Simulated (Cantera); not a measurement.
**Transport properties of process gases**

Gas mixture: 100 % N2O, at 100000 Pa, frozen composition.

Cantera's kinetic-theory transport with the Lennard-Jones parameters of GRI-Mech 3.0, ideal gas; thermal conductivity in the mixture-averaged form. The composition is frozen, though it would react at the higher temperatures.

| T (K) | ρ (kg/m³) | cp (J/kg/K) | μ (µPa s) | λ (mW/m/K) | Pr | D (cm²/s) NO | D (cm²/s) H | D (cm²/s) CO2 |
|---|---|---|---|---|---|---|---|---|
| 400 | 1.32 | 970.3 | 19.5 | 25.5 | 0.741 | 0.262 | 1.68 | 0.195 |
| 600 | 0.882 | 1101 | 27.3 | 40.7 | 0.739 | 0.533 | 3.47 | 0.410 |
| 800 | 0.662 | 1192 | 34.0 | 54.9 | 0.739 | 0.874 | 5.73 | 0.683 |
| 1000 | 0.529 | 1255 | 40.0 | 68.0 | 0.739 | 1.27 | 8.39 | 1.01 |
| 1200 | 0.441 | 1294 | 45.5 | 80.1 | 0.735 | 1.73 | 11.4 | 1.38 |
| 1400 | 0.378 | 1327 | 50.5 | 91.4 | 0.733 | 2.24 | 14.8 | 1.79 |
| 1600 | 0.331 | 1353 | 55.2 | 102 | 0.732 | 2.80 | 18.5 | 2.24 |
| 1800 | 0.294 | 1375 | 59.7 | 112 | 0.732 | 3.41 | 22.5 | 2.73 |
D: mixture-averaged diffusion coefficient of that species in the mixture.
